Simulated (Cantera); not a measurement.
Input: 1 mol B, 0.075 mol O2, 79 mol H2, equilibrated at 2300 K and 10.0 mbar.

Equilibrium computed with Cantera from the NASA thermochemical tables; the gas is ideal and each condensed phase is pure. Candidate condensed phases: B, B2O3, B3O3H3, H2O; 23 gas species. The tables' values for BH2 are old estimates; treat these amounts as uncertain. The numbers say what is thermodynamically allowed, not how fast it happens.

Base state: H2 0.903, H 0.0920, BH2 0.00188, B 0.00101, BO 0.000947, HBO 0.000830, BH 8.46e-5, B2O 2.68e-5 (mole fractions); condensed: B(s).

Q: What changes in the equilibrium state with this change: H2 from 79 to 1.3 mol?

A: 
```csv
species,before,after
H2,0.903,0.813
H,0.0920,0.0872
BO,0.000947,0.0503
HBO,0.000830,0.0417
B2O2,1.41e-6,0.00396
HBO2,6.10e-9,1.63e-5
B2O,2.68e-5,0.00142
BH2,0.00188,0.00169
"B(s), mol",0.600,0.844
```
